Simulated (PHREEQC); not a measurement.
Make-up at 20 °C: 6.5 mol NaOH, 0.0027 mol Na2B4O7 and 1.7 mol KBr per kg of water. Closed to the air; pH follows from the charge balance.

Model: Pitzer model, pitzer.dat, run in PHREEQC.

### Question
The ionic strength comes out as 8.21 mol/kgw. What activity coefficients do K+, Na+, Br-, B(OH)4-, OH- get?

### Answer
K+ 1.6, Na+ 1.2, Br- 0.39, B(OH)4- 0.55, OH- 2.2. Single-ion values are on the MacInnes scale.

Precipitation was switched off in this run. In brines, pH and single-ion activities rest on the MacInnes convention.
